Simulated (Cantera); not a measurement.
# Thermodynamics of silicon etching in halogen gases, feed Si + SF₆ + N₂

Charge: 1 mol Si, 3.4 mol SF₆, 0.78 mol N₂, equilibrated at 948.15 K and 58.0 Pa.

Method: chemical equilibrium by Gibbs-energy minimisation in Cantera with the NASA 1993 tables (ideal gas, pure condensed phases). Candidate condensed phases: S, Si, Si₃N₄; 29 gas species. The tables' values for SF₃, SF₅ are old estimates; treat these amounts as uncertain. Equilibrium is a limit: real reactors are often held back by kinetics, nucleation or transport.

```
Item                                 Result
--------------------------------  ---------
x(SF₄)                                0.384
x(SF₆)                                0.271
x(SiF₄)                               0.193
x(N₂)                                 0.151
x(SF₃)                             0.000870
x(SF₂)                             0.000254
x(SF₅)                              2.80e-5
x(F)                                7.17e-6
gas amount                        5.180 mol
log10 activity of S(l) (absent)       -9.54
log10 activity of Si(s) (absent)     -56.88
```
